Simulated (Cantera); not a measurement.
NO annealing gas

An isothermal, constant-pressure homogeneous reactor starts with 20.8 % NO, 79.2 % N2, at 1450 K and 0.415 atm.

Cantera simulation using GRI-Mech 3.0 (53 species, 325 reactions); the numbers are that mechanism's predictions, not measurements.

```
t (s)      x NO    x N2O      x O     x NO2   x N2
--------  -----  -------  -------  --------  -----
0.000900  0.208  7.71e-8  9.34e-9   6.82e-8  0.792
0.00419   0.208  3.56e-7  1.00e-8   3.55e-7  0.792
0.0195    0.208  1.58e-6  1.32e-8   1.76e-6  0.792
0.0911    0.208  5.95e-6  2.87e-8   9.40e-6  0.792
0.424     0.208  1.27e-5  8.37e-8   4.22e-5  0.792
1.98      0.208  1.36e-5  1.10e-7   5.91e-5  0.792
9.21      0.207  1.34e-5  1.35e-7   7.35e-5  0.792
42.9      0.201  1.26e-5  2.13e-7  0.000117  0.795
200       0.178  9.92e-6  3.94e-7  0.000195  0.807
```
x: mole fraction; the columns are a selection and need not sum to one.

Equilibrium at this temperature and pressure: NO 0.000716, N2O 3.08e-8, O 1.00e-6, NO2 2.04e-6, N2 0.895 (gas phase only).
